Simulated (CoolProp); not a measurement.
Model: reference Helmholtz-energy equation of state, Lemmon 2006, in CoolProp. It is a short technical equation, of lower accuracy than the large ones.

Give the vapour pressure (MPa), liquid density (kg/m³), liquid cp (kJ/(kg K)), vapour Z of saturated acetone at 379.4 K.


| T (K) | p (MPa) | liquid density (kg/m³) | liquid cp (kJ/(kg K)) | vapour Z |
|---|---|---|---|---|
| 379.4 | 0.436 | 685 | 2.42 | 0.874 |
